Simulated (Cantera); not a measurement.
Stirred combustor or abatement burner

A perfectly stirred reactor is fed with 3.18 % CO, 1.40 % H₂, 4.13 % CH₄, 19.2 % O₂, 72.1 % N₂, at 1.70 bar; it is adiabatic with a 573 K inlet, and is followed from long to short residence time, starting on the burning branch (τ in s: 0.28, 0.13, 0.06, 0.028, 0.013, 0.006, 0.0028, 0.0013, 0.00061, 0.00028, 0.00013, 6.2e-05).

Model: GRI-Mech 3.0 (53 species, 325 reactions), integrated in Cantera.

| τ (s) | T (K) | x CO | x H₂ | x CH₄ | x CH₂CO | x NO | x CH₂O | x HCO |
|---|---|---|---|---|---|---|---|---|
| 0.28 | 1851 | 0.000173 | 3.93e-5 | 2.28e-6 | 5.72e-11 | 5.77e-5 | 2.47e-7 | 2.18e-9 |
| 0.13 | 1849 | 0.000266 | 5.56e-5 | 4.07e-6 | 1.65e-10 | 3.97e-5 | 4.54e-7 | 4.73e-9 |
| 0.060 | 1847 | 0.000431 | 8.48e-5 | 6.96e-6 | 4.23e-10 | 3.05e-5 | 8.04e-7 | 1.04e-8 |
| 0.028 | 1842 | 0.000704 | 0.000134 | 1.15e-5 | 9.72e-10 | 2.53e-5 | 1.38e-6 | 2.27e-8 |
| 0.013 | 1836 | 0.00116 | 0.000216 | 1.87e-5 | 2.10e-9 | 2.14e-5 | 2.35e-6 | 5.03e-8 |
| 0.0060 | 1825 | 0.00192 | 0.000350 | 3.05e-5 | 4.34e-9 | 1.78e-5 | 3.98e-6 | 1.12e-7 |
| 0.0028 | 1809 | 0.00313 | 0.000557 | 4.98e-5 | 8.63e-9 | 1.44e-5 | 6.66e-6 | 2.47e-7 |
| 0.0013 | 1784 | 0.00508 | 0.000872 | 8.33e-5 | 1.71e-8 | 1.15e-5 | 1.12e-5 | 5.42e-7 |
| 0.00061 | 1748 | 0.00815 | 0.00132 | 0.000144 | 3.47e-8 | 9.33e-6 | 1.89e-5 | 1.17e-6 |
| 0.00028 | 1691 | 0.0133 | 0.00195 | 0.000279 | 8.06e-8 | 7.15e-6 | 3.40e-5 | 2.54e-6 |
| 0.00013 | 1600 | 0.0226 | 0.00288 | 0.000669 | 2.64e-7 | 4.13e-6 | 7.04e-5 | 5.45e-6 |
| 6.2e-5 | 573 | 0.0318 | 0.0140 | 0.0413 | <1e-12 | <1e-12 | <1e-12 | <1e-12 |
x: mole fraction; the columns are a selection and need not sum to one.
